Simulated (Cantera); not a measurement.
A closed system holds: 1 mol BN, 1.4 mol H2O, 0.45 mol N2, held at 1177 °C and 1330 Pa.

Equilibrium computed with Cantera from the NASA thermochemical tables; the gas is ideal and each condensed phase is pure. Candidate condensed phases: B, BN, B2O3, B3O3H3, H2O; 39 gas species. Mutual solubility and eutectic melting of coexisting phases are not modelled. Equilibrium is a limit: real reactors are often held back by kinetics, nucleation or transport.

Base state: H2 0.600, N2 0.394, HBO2 0.00382, HBO 0.00109, H2O 0.000829, B2O3 0.000564, H 6.34e-5, B2O2 1.71e-5 (mole fractions); condensed: BN(s) + B2O3(l).

Q: What changes in the equilibrium state with this change: BN replaced by AlN?

A: 
```json
[
 {"species": "H2", "before": "0.600", "after": "0.604"},
 {"species": "N2", "before": "0.394", "after": "0.396"},
 {"species": "H", "before": "6.34e-5", "after": "6.37e-5"},
 {"species": "HBO2", "before": "0.00382", "after": "0"},
 {"species": "HBO", "before": "0.00109", "after": "0"},
 {"species": "B2O3", "before": "0.000564", "after": "0"},
 {"species": "B2O2", "before": "1.71e-5", "after": "0"},
 {"species": "BN(s), mol", "before": "0.0700", "after": "0"},
 {"species": "B2O3(l), mol", "before": "0.458", "after": "0"},
 {"species": "AlN(s), mol", "before": "0", "after": "0.0667"},
 {"species": "Al2O3(s), mol", "before": "0", "after": "0.467"}
]
```
Further candidate phases: Al, AlN, Al2O3.

Q: What changes in the equilibrium state with this change: 0.17 mol O2 added?

A: 
```csv
species,before,after
H2,0.600,0.484
N2,0.394,0.396
H2O,0.000829,0.0812
HBO2,0.00382,0.0378
(HBO2)3,1.46e-8,1.41e-5
B2O2,1.71e-5,1.41e-7
HBO,0.00109,8.92e-5
H,6.34e-5,5.70e-5
"BN(s), mol",0.0700,0
"B2O3(l), mol",0.458,0.453
```
Gases not in the tables: H3BO3.

Q: What changes in the equilibrium state with this change: temperature from 1177 °C to 500 °C?

A: 
```
species         before    after
------------  --------  -------
H2               0.600    0.603
N2               0.394    0.395
H2O           0.000829  0.00106
HBO2           0.00382  1.45e-8
HBO            0.00109    <1e-9
B2O3          0.000564    <1e-9
H              6.34e-5    <1e-9
B2O2           1.71e-5    <1e-9
BN(s), mol      0.0700   0.0683
B2O3(l), mol     0.458    0.466
```
